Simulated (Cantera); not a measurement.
Feed: 1 mol Al, 1 mol Cl2, equilibrated at 450 °C and 0.495 Torr.

Equilibrium computed with Cantera from the NASA thermochemical tables; the gas is ideal and each condensed phase is pure. Candidate condensed phases: Al, AlCl3; 8 gas species. The tables' values for AlCl2 are old estimates; treat these amounts as uncertain. Equilibrium is a limit: real reactors are often held back by kinetics, nucleation or transport.

Base state: AlCl3 0.984, Al2Cl6 0.0143, AlCl 0.00126, AlCl2 0.000557 (mole fractions); condensed: Al(s).

Task: What changes in the equilibrium state with this change: pressure from 0.495 Torr to 1.00 Torr?

Result: 
```csv
species,before,after
AlCl3,0.984,0.971
Al2Cl6,0.0143,0.0281
AlCl,0.00126,0.000784
AlCl2,0.000557,0.000437
"Al(s), mol",0.333,0.333
```
